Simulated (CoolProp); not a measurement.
2000 sccm (0 °C, 1 atm) of nitrogen bubbles through liquid hexamethyldisiloxane (MM) at 285.3 K and leaves saturated at a total pressure of 0.00612 MPa (ideal gas phase). Each further row changes one setting.

Computed with CoolProp (reference Helmholtz-energy equation of state, Thol 2016).

```csv
case,vapour pressure (kPa),mole fraction of vapour,delivery (mg/min),delivery (sccm),change of delivery for a bath 1 K warmer (%)
as stated,2.80,0.458,(withheld),(withheld),11
bath temperature 290.3 K,(withheld),(withheld),22100,(withheld),(withheld)
total pressure 0.0122 MPa,2.80,0.230,4320,(withheld),(withheld)
```

Fill in the missing entries.


- as stated, delivery (mg/min): 12200
- as stated, delivery (sccm): 1690
- bath temperature 290.3 K, vapour pressure (kPa): 3.69
- bath temperature 290.3 K, mole fraction of vapour: 0.604
- bath temperature 290.3 K, delivery (sccm): 3050
- bath temperature 290.3 K, change of delivery for a bath 1 K warmer (%): 15
- total pressure 0.0122 MPa, delivery (sccm): 596
- total pressure 0.0122 MPa, change of delivery for a bath 1 K warmer (%): 7.7
